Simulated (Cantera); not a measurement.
Predominance diagram of Zr at 602 °C against the partial pressures of O₂ and N₂ (log10, bar). Source: NASA polynomial tables (part measured, part estimated), evaluated in Cantera. Candidates: Zr(α), ZrN(s), ZrO₂(monoclinic). Only these pure phases compete in this equilibrium. ZrN: taken at fixed stoichiometry.

```
log p(N₂) \ log p(O₂)
        columns: -45, -42.5, -40, -37.5, -35, -32.5, -30, -27.5, -25, -22.5, -20, -17.5, -15, -12.5, -10, -7.5, -5, -2.5, 0
      0  A A A B B B B B B B B B B B B B B B B
   -1.2  A A A B B B B B B B B B B B B B B B B
   -2.5  A A A B B B B B B B B B B B B B B B B
   -3.8  A A B B B B B B B B B B B B B B B B B
     -5  A A B B B B B B B B B B B B B B B B B
   -6.2  A A B B B B B B B B B B B B B B B B B
   -7.5  A A B B B B B B B B B B B B B B B B B
   -8.8  A B B B B B B B B B B B B B B B B B B
    -10  A B B B B B B B B B B B B B B B B B B
  -11.2  A B B B B B B B B B B B B B B B B B B
  -12.5  A B B B B B B B B B B B B B B B B B B
  -13.8  B B B B B B B B B B B B B B B B B B B
    -15  B B B B B B B B B B B B B B B B B B B
```

A: ZrN(s); B: ZrO₂(monoclinic).
